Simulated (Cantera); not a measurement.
A jet of 5.46 % CH₄, 17.5 % O₂, 77.0 % N₂ at 300 K and 16.5 Torr hits a platinum plate 8.8 cm away at a mass flux of 0.17 kg/m²/s; the plate temperature is set and raised in steps from an oxygen-covered start.

Cantera simulation using Deutschmann's 1995 Pt surface mechanism with GRI-Mech 3.0 gas chemistry; the numbers are that mechanism's predictions, not measurements. Catalytic surfaces can have several steady states; this one follows from the mechanism file's or the stated starting coverage.

x: mole fraction at the wall; θ: surface coverage.

```
plate T (K)  wall x CH₄  wall x O₂  wall x H₂O  wall x OH  wall x CO  wall x CO₂  θ free Pt   θ O*
-----------  ----------  ---------  ----------  ---------  ---------  ----------  ---------  -----
950              0.0416      0.147      0.0244        [?]    2.54e-5      0.0161      0.335  0.665
1000             0.0366      0.137      0.0337        [?]    3.08e-5      0.0223      0.412  0.587
1050             0.0320      0.127      0.0422        [?]    3.68e-5      0.0280      0.489  0.511
1100             0.0280      0.118      0.0494        [?]    4.36e-5      0.0328      0.562  0.438
1150             0.0248      0.112      0.0552        [?]    5.21e-5      0.0367      0.629  0.370
1200             0.0222      0.106      0.0598        [?]    6.31e-5      0.0398      0.691  0.309
1250             0.0202      0.102      0.0633        [?]    7.74e-5      0.0421      0.745  0.254
```

Problem. Complete the blanks.

Solution. 
- 950, wall x OH: 1.46e-7
- 1000, wall x OH: 4.25e-7
- 1050, wall x OH: 1.07e-6
- 1100, wall x OH: 2.43e-6
- 1150, wall x OH: 5.00e-6
- 1200, wall x OH: 9.48e-6
- 1250, wall x OH: 1.68e-5
